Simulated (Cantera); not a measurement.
Cantera run:

```python
import numpy as np
import cantera as ct

gas_names = """
    F F2 H HF H2 H2F2 H3F3 H4F4 H5F5 H6F6 H7F7 N NF NF2 NF3 NH NH2 NH3 N2 N2H2 N2H4 Si SiF SiF2 SiF3
    SiF4 SiH SiHF3 SiH2 SiH2F2 SiH3 SiH3F SiH4 SiN Si2 Si2N Si3
""".split()
cond_names = """
    Si(cr) Si(L) Si3N4(a)
""".split()


# ... load() reads the species with a 1 bar reference pressure and builds the phases ...
atoms = {
    'SiF4': {'Si': 1, 'F': 4},
    'NH3': {'N': 1, 'H': 3},
}
top_T = {'Si3N4(a)': 2400}  # K; cautious upper limits of use, not melting points


# ... equilibrate(T, P, feed) seeds the gas with the atoms and calls Mixture.equilibrate('TP', solver="vcs", rtol=1e-11, max_steps=5000) ...
results = []
feed = {'SiF4': 1, 'NH3': 2.1}  # mol
T = 1125  # K
for P in [5, 36, 260, 1900, 14000, 100000]:
    mix = equilibrate(T, P, feed)
    results.append((T, P, feed, dict(zip(mix.species_names, mix.species_moles))))
    x = sorted(zip(gas.X, gas.species_names), reverse=True)
    print(f"T = {T:g} K  P = {P:g} Pa  gas = {mix.phase_moles(0):.4g} mol")
    print("   x: " + "  ".join(f"{s} {v:.3e}" for v, s in x if v > 1e-05))
    print("   condensed (mol): " + ("  ".join(f"{mix.phase(i).name} {mix.phase_moles(i):.4g}"
          for i in range(1, mix.n_phases) if mix.phase_moles(i) > 1e-12) or "none"))
```

It prints:

```
T = 1125 K  P = 5 Pa  gas = 5.207 mol
   x: H2 6.031e-01  N2 2.017e-01  SiF4 1.889e-01  HF 3.164e-03  SiF3 2.587e-03  SiHF3 4.786e-04  SiF2 4.840e-05
   condensed (mol): none
T = 1125 K  P = 36 Pa  gas = 5.204 mol
   x: H2 6.038e-01  N2 2.017e-01  SiF4 1.902e-01  HF 2.499e-03  SiF3 1.230e-03  SiHF3 6.107e-04  SiF2 1.086e-05
   condensed (mol): Si3N4(a) 0.0002751
T = 1125 K  P = 260 Pa  gas = 5.202 mol
   x: H2 6.041e-01  N2 2.017e-01  SiF4 1.908e-01  HF 2.121e-03  SiHF3 7.219e-04  SiF3 5.408e-04
   condensed (mol): Si3N4(a) 0.0003692
T = 1125 K  P = 1900 Pa  gas = 5.201 mol
   x: H2 6.043e-01  N2 2.018e-01  SiF4 1.910e-01  HF 1.798e-03  SiHF3 8.530e-04  SiF3 2.363e-04
   condensed (mol): Si3N4(a) 0.0003052
T = 1125 K  P = 14000 Pa  gas = 5.2 mol
   x: H2 6.044e-01  N2 2.018e-01  SiF4 1.911e-01  HF 1.523e-03  SiHF3 1.008e-03  SiF3 1.029e-04
   condensed (mol): Si3N4(a) 0.0001763
T = 1125 K  P = 100000 Pa  gas = 5.2 mol
   x: H2 6.045e-01  N2 2.019e-01  SiF4 1.911e-01  HF 1.293e-03  SiHF3 1.187e-03  NH3 5.861e-05  SiF3 4.533e-05
   condensed (mol): Si3N4(a) 2.294e-05
```

Equilibrium computed with Cantera from the NASA thermochemical tables; the gas is ideal and each condensed phase is pure. The tables' values for SiF3, SiF2 are old estimates; treat these amounts as uncertain.
